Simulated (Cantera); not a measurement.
**Equilibrium for silicon oxide and oxynitride deposition: SiH₂Cl₂ + O₃ + H₂O**

Charge: 1 mol SiH₂Cl₂, a varied amount of O₃, 0.15 mol H₂O, at 1025 K and 133 Pa.

Equilibrium computed with Cantera from the NASA thermochemical tables; the gas is ideal and each condensed phase is pure. Candidate condensed phases: H₂O, Si, SiO₂; 30 gas species. Mutual solubility and eutectic melting of coexisting phases are not modelled. The tables' values for SiCl₃ are old estimates; treat these amounts as uncertain. Kinetics and transport are ignored.

```csv
n(O₃) (mol),x HCl,x O₂,x H₂,x SiCl₄,x H₂O,x Cl₂,x SiHCl₃,x SiCl₂,x SiCl₃,n Si(s),n SiO₂(β-quartz)
0.11,0.0773,<1e-12,0.631,0.244,1.12e-9,<1e-12,0.0171,0.0169,0.0140,0.265,0.240
0.15,0.0773,<1e-12,0.631,0.244,1.12e-9,<1e-12,0.0171,0.0169,0.0140,0.205,0.300
0.21,0.0773,<1e-12,0.631,0.244,1.12e-9,<1e-12,0.0171,0.0169,0.0140,0.115,0.390
0.29,0.0826,<1e-12,0.629,0.245,1.28e-9,<1e-12,0.0160,0.0148,0.0132,0,0.510
0.41,0.416,<1e-12,0.416,0.165,3.95e-8,2.14e-11,0.00142,0.000260,0.00143,0,0.690
0.57,0.827,<1e-12,0.139,0.0335,3.46e-7,2.53e-10,4.85e-5,4.47e-6,8.47e-5,0,0.930
0.8,0.814,0.0746,1.58e-9,<1e-12,0.0872,0.0216,<1e-12,<1e-12,<1e-12,0,1.00
1.1,0.668,0.221,8.64e-10,<1e-12,0.0821,0.0266,<1e-12,<1e-12,<1e-12,0,1.00
1.6,0.518,0.386,5.50e-10,<1e-12,0.0690,0.0251,<1e-12,<1e-12,<1e-12,0,1.00
2.2,0.408,0.511,3.95e-10,<1e-12,0.0569,0.0217,<1e-12,<1e-12,<1e-12,0,1.00
3,0.319,0.615,2.90e-10,<1e-12,0.0459,0.0181,<1e-12,<1e-12,<1e-12,0,1.00
4.2,0.240,0.709,2.08e-10,<1e-12,0.0354,0.0142,<1e-12,<1e-12,<1e-12,0,1.00
5.9,0.178,0.783,1.50e-10,<1e-12,0.0267,0.0109,<1e-12,<1e-12,<1e-12,0,1.00
```
x: gas mole fraction; n: condensed amount in mol.

From 0.11 mol O₃ to 0.21 mol O₃ the condensed part is Si(s) + SiO₂(β-quartz). From 0.29 mol O₃ to 5.9 mol O₃ the condensed part is SiO₂(β-quartz).
